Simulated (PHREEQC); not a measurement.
A PHREEQC input (ion-association model, phreeqc.dat):

```
SOLUTION 1
  temp 25
  units mg/L
  pH 6.4
  pe -0.5
  Na 2.27
  K 0.00676
  Ca 5.19
  Mg 0.193
  Cl 2.63
  S(6) 7.02 as SO4
  Alkalinity 9.74 as HCO3
  Li 0.0144
  Sr 0.158
END
USE solution 1
EQUILIBRIUM_PHASES 1
  Quartz 0 0.5
  Gypsum 0 0
  CO2(g) 2 10
END
```

The run finishes without an error or a warning.

Its last state differs from that of the intended input:

```json
[
 {"quantity": "pH", "as run": "3.12", "intended": "6.01"},
 {"quantity": "ionic strength (mol/kgw)", "as run": "0.00136", "intended": "0.000587"},
 {"quantity": "CO2 (mol/kgw)", "as run": "1.58", "intended": "0.000340"},
 {"quantity": "HCO3- (mol/kgw)", "as run": "0.000945", "intended": "0.000160"},
 {"quantity": "CaSO4 (mol/kgw)", "as run": "1.10e-6", "intended": "1.31e-6"},
 {"quantity": "CaHCO3+ (mol/kgw)", "as run": "1.30e-6", "intended": "2.35e-7"},
 {"quantity": "SI of Quartz (SiO2)", "as run": "-0.00", "intended": "+0.00"}
]
```

Q: One thing in the input isn't as intended. What explains the difference?

A: Several could match; the one computed here: The fault: the CO2 pressure typed with the wrong sign of its logarithm. The line should read `CO2(g) -2` where the input has `CO2(g) 2`.
